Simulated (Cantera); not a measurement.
Cantera run:

```python
import numpy as np
import cantera as ct

gas_names = """
    N NO NO2 NO3 N2 N2O O O2 O3 Si SiN SiO SiO2 Si2 Si2N Si3
""".split()
cond_names = """
    Si(cr) Si(L) SiO2(Lqz) SiO2(hqz) SiO2(L) Si2N2O(s) Si3N4(a)
""".split()


# ... load() reads the species with a 1 bar reference pressure and builds the phases ...
atoms = {
    'Si': {'Si': 1},
    'O2': {'O': 2},
    'N2': {'N': 2},
}
top_T = {'Si2N2O(s)': 2100, 'Si3N4(a)': 2400}  # K; cautious upper limits of use, not melting points


# ... equilibrate(T, P, feed) seeds the gas with the atoms and calls Mixture.equilibrate('TP', solver="vcs", rtol=1e-11, max_steps=5000) ...
results = []
feed = {'Si': 1, 'O2': 0.0062, 'N2': 89}  # mol
P = 1.3  # Pa
for T in [1000, 1100, 1200, 1300, 1400, 1500, 1600, 1700, 1800, 1900, 2000, 2100]:
    mix = equilibrate(T, P, feed)
    results.append((T, P, feed, dict(zip(mix.species_names, mix.species_moles))))

top = {s: max(r[3][s] / sum(r[3][g] for g in gas_names) for r in results) for s in gas_names}
cols = sorted((s for s in top if top[s] > 1e-06), key=lambda s: -top[s])[:5]
seen = [c for c in cond_names if any(r[3].get(c, 0) > 1e-12 for r in results)]
print("log10 of partial pressures in bar; condensed amounts in mol")
print(f"{'T/K':>10s}" + "".join(f"{s[:9]:>10s}" for s in cols + seen))
for T, P, feed, n in results:
    ng = sum(n[g] for g in gas_names)
    print(f"{T:10.4g}" + "".join(f"{np.log10(max(n[s] / ng * P / 1e5, 1e-99)):10.3f}" for s in cols)
          + "".join(f"{n.get(c, 0):10.4g}" for c in seen))
```

It prints:

```
log10 of partial pressures in bar; condensed amounts in mol
       T/K        N2        Si       SiO      Si2N       SiN    Si(cr) Si2N2O(s)  Si3N4(a)
      1000    -4.886   -19.685   -16.023   -24.801   -20.633         0    0.0124    0.3251
      1100    -4.886   -16.380   -13.240   -20.579   -17.705         0    0.0124    0.3251
      1200    -4.886   -13.631   -10.929   -17.068   -15.271         0   0.01232    0.3251
      1300    -4.886   -11.308    -8.980   -14.106   -13.215         0  0.005277    0.3274
      1400    -4.886    -9.321    -8.739   -11.574   -11.457         0         0    0.3281
      1500    -4.886    -7.978    -8.742   -10.136   -10.312    0.9139         0         0
      1600    -4.889    -7.011    -8.745    -9.296    -9.520    0.3014         0         0
      1700    -4.891    -6.848    -8.747    -9.935    -9.511         0         0         0
      1800    -4.891    -6.847    -8.747   -10.788    -9.646         0         0         0
      1900    -4.891    -6.846    -8.747   -11.554    -9.767         0         0         0
      2000    -4.891    -6.846    -8.747   -12.243    -9.876         0         0         0
      2100    -4.891    -6.846    -8.747   -12.866    -9.975         0         0         0
```

Equilibrium computed with Cantera from the NASA thermochemical tables; the gas is ideal and each condensed phase is pure. N2 is the only nitrogen source here; it is nearly inert below about 1500 K, so the nitride shown seldom forms there in practice. Mutual solubility and eutectic melting of coexisting phases are not modelled. The tables' values for SiN are old estimates; treat these amounts as uncertain.
